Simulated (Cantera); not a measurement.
Feed: 1 mol SiH₂Cl₂, 0.12 mol C₂H₄, 1100 mol H₂, 0.031 mol C₂H₂, held at 29.0 mbar.

Method: chemical equilibrium by Gibbs-energy minimisation in Cantera with the NASA 1993 tables (ideal gas, pure condensed phases). Candidate condensed phases: C, C₆H₆, C₇H₈, C₈H₁₈, Si, SiC; 109 gas species. Gases not in the tables: Si₂H₆ and higher silanes. Kinetics and transport are ignored.

Question: Which condensed phases are stable at each of these points (T (K)): 1973, 1998, 2023, 2048, 2073, 2098, 2123, 2148, 2173, 2198?

Answer: 
| T (K) | condensed phases | Si condensed (%) |
|---|---|---|
| 1973 | SiC(s) | 27.0 |
| 1998 | SiC(s) | 24.6 |
| 2023 | SiC(s) | 19.7 |
| 2048 | SiC(s) | 11.0 |
| 2073 | gas only | 0.0 |
| 2098 | gas only | 0.0 |
| 2123 | gas only | 0.0 |
| 2148 | gas only | 0.0 |
| 2173 | gas only | 0.0 |
| 2198 | gas only | 0.0 |

From 1973 K to 2048 K the condensed part is SiC(s). From 2073 K to 2198 K nothing is condensed.
